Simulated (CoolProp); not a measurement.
The fluid at 298.15 K and 1.28 MPa (liquid) is heated at constant pressure to 476.7 K. The same conditions are run with several fluids, on thermodynamics alone (safety and materials aside).

The numbers come from the reference Helmholtz-energy equation of state of each fluid (propylene glycol: Eisenbach 2021; p-xylene: Zhou 2012; ethylbenzene: Zhou 2012; R11: Jacobsen 1992) in CoolProp.

Rank propylene glycol, p-xylene, ethylbenzene, R11 by heat (kJ/kg), highest first.

propylene glycol (532), ethylbenzene (368), p-xylene (362), R11 (286)

```csv
fluid,final phase,final density (kg/m³)
propylene glycol,liquid,878
p-xylene,liquid,685
ethylbenzene,liquid,690
R11,gas,49.4
```
